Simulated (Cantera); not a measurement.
An isothermal, constant-pressure homogeneous reactor starts with 0.284 % H2, 36.9 % O2, 62.8 % N2, equivalence ratio 0.0039, at 1325 K and 20.0 Torr.

Cantera simulation using GRI-Mech 3.0 (53 species, 325 reactions); the numbers are that mechanism's predictions, not measurements. Radical loss at walls, strong at low pressure, is not modelled.

x: mole fraction; the columns are a selection and need not sum to one.

| t (s) | x H2 | x O2 | x H2O2 | x O | x NO2 | x H | x H2O |
|---|---|---|---|---|---|---|---|
| 2.00e-5 | 0.00284 | 0.369 | <1e-12 | 8.00e-11 | <1e-12 | 2.49e-10 | 1.17e-12 |
| 6.65e-5 | 0.00284 | 0.369 | <1e-12 | 6.18e-10 | <1e-12 | 5.04e-10 | 3.21e-11 |
| 0.000221 | 0.00284 | 0.369 | <1e-12 | 3.46e-9 | <1e-12 | 8.03e-10 | 6.37e-10 |
| 0.000737 | 0.00284 | 0.369 | 4.66e-12 | 2.09e-8 | <1e-12 | 2.17e-9 | … |
| 0.00245 | 0.00284 | 0.369 | 3.68e-11 | 4.45e-7 | <1e-12 | 3.39e-8 | … |
| 0.00816 | 0.00130 | 0.368 | 1.91e-8 | 0.00110 | <1e-12 | 8.76e-5 | … |
| 0.0271 | 8.46e-6 | 0.367 | 6.45e-9 | 0.00235 | <1e-12 | 6.59e-5 | 0.00265 |
| 0.0903 | 6.82e-6 | 0.367 | 5.99e-9 | 0.00188 | 3.45e-12 | 4.73e-5 | 0.00268 |
| 0.301 | 3.77e-6 | 0.368 | 4.69e-9 | 0.00102 | 1.26e-11 | 1.91e-5 | 0.00273 |
| 1.00 | 1.09e-6 | 0.368 | 2.35e-9 | 0.000291 | 3.29e-11 | 2.94e-6 | 0.00279 |

Q: Some entries are withheld; supply them.

A: 
- 0.000737, x H2O: 1.11e-8
- 0.00245, x H2O: 4.40e-7
- 0.00816, x H2O: 0.00120
